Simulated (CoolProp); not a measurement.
Vapour-liquid equilibrium of propylene (1) + dimethyl ether (2) at 1600 kPa; x and y are mole fractions of (1).

Model: multi-fluid Helmholtz-energy mixture model, Lemmon 2013 and Wu 2011; pair parameters Bell 2016, in CoolProp.

**Question.** Give the bubble temperature and the first vapour's composition at x = 0.35, 0.65, 0.725. Is there an azeotrope?

**Answer.** x = 0.35: 52.4 °C, y = 0.462; x = 0.65: 45.0 °C, y = 0.734; x = 0.725: 43.5 °C, y = 0.793. No azeotrope shows between x = 0.05 and 0.95.

The pair parameters rest on a limited set of measurements; away from them the model extrapolates.
